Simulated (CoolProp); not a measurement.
A simple Rankine cycle with water: condensing at 331.15 K, boiler at 2.44 MPa, turbine inlet 645.9 K, turbine efficiency 0.6, pump efficiency 0.7, no recuperator. Each further row changes one setting.

Values from CoolProp's reference Helmholtz-energy equation of state, Wagner 2002.

```csv
case,thermal efficiency (%),net work (kJ/kg),heat in (kJ/kg),turbine exit temperature (K),volume ratio over the turbine
as stated,18.4,(withheld),2930,346.8,(withheld)
turbine inlet 665.9 K,18.6,554,2980,363.2,(withheld)
condensing temperature 323.15 K,19.2,570,2970,330.8,(withheld)
boiler pressure 1.71 MPa,17.4,514,(withheld),368.2,55.0
turbine efficiency 0.5,15.3,450,2930,394.0,85.0
```

**Question.** What belongs in the gaps?

**Answer.** 
- as stated, net work (kJ/kg): 541
- as stated, volume ratio over the turbine: 74.7
- turbine inlet 665.9 K, volume ratio over the turbine: 75.6
- condensing temperature 323.15 K, volume ratio over the turbine: 105
- boiler pressure 1.71 MPa, heat in (kJ/kg): 2950
